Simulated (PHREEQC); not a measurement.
## Nickel, zinc or cadmium bath (model solution)

Consider water at 60 °C with 160 mmol/kgw NiSO4, 1.2 mmol/kgw NaOH and 60 mmol/kgw NiCl2. Closed to the air; pH follows from the charge balance.

Equilibrium calculation in PHREEQC: ion-association model, wateq4f.dat.

* **pH**: 7.36
* **ionic strength**: 0.426 mol/kgw
* **activity of water**: 0.993
* **total alkalinity**: 1.20 meq/kg

```json
[
 {"species": "Ni+2", "molality": "0.117", "activity": "0.0304", "log γ": "-0.583"},
 {"species": "Cl-", "molality": "0.110", "activity": "0.0701", "log γ": "-0.196"},
 {"species": "NiSO4", "molality": "0.0933", "activity": "0.103", "log γ": "0.043"},
 {"species": "SO4-2", "molality": "0.0662", "activity": "0.0132", "log γ": "-0.698"},
 {"species": "NiCl+", "molality": "0.00750", "activity": "0.00536", "log γ": "-0.146"},
 {"species": "NiCl2", "molality": "0.00124", "activity": "0.00136", "log γ": "0.043"},
 {"species": "NiOH+", "molality": "0.00119", "activity": "0.000854", "log γ": "-0.146"},
 {"species": "Na+", "molality": "0.00111", "activity": "0.000770", "log γ": "-0.158"}
]
```

Precipitation was switched off in this run. In wateq4f.dat the enthalpy of Ni(OH)2 has the wrong sign, so its saturation index can't be trusted away from 25 °C. At this temperature some constants are extrapolated from 25 °C, and those without enthalpy data are left unchanged.
